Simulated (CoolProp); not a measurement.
Saturation properties of CF4 (R14) (Tc = -45.8 °C, pc = 3.762 MPa, ω = 0.178).

The numbers come from the reference Helmholtz-energy equation of state, Platzer 1990 in CoolProp. This equation is an older, rougher fit; its heat capacities, sound speeds and derivatives of the liquid may be far off and weren't checked against measurements.

```
T (°C)   p (MPa)  liquid density (kg/m³)  vapour density (kg/m³)
-------  -------  ----------------------  ----------------------
-135.55  0.05783                    1643                   4.552
-130.95  0.08221                    1619                   6.307
-126.45   0.1132                    1595                   8.490
-121.85        ?                    1570                       ?
-117.25   0.2042                    1544                   14.74
-112.75   0.2652                    1518                       ?
-108.15   0.3410                       ?                   23.95
-103.65   0.4297                       ?                   29.91
-99.05    0.5372                    1435                   37.17
-94.55    0.6606                    1406                   45.59
-89.95    0.8072                    1375                   55.77
-85.35         ?                    1342                   67.83
-80.85     1.166                    1308                   81.79
-76.25     1.387                       ?                   98.77
```

Problem. What belongs in the gaps?

Solution. 
- -121.85, p (MPa): 0.1536
- -121.85, vapour density (kg/m³): 11.28
- -112.75, vapour density (kg/m³): 18.86
- -108.15, liquid density (kg/m³): 1491
- -103.65, liquid density (kg/m³): 1464
- -85.35, p (MPa): 0.9766
- -76.25, liquid density (kg/m³): 1270

It boils at -128.0 °C under 1 atm.
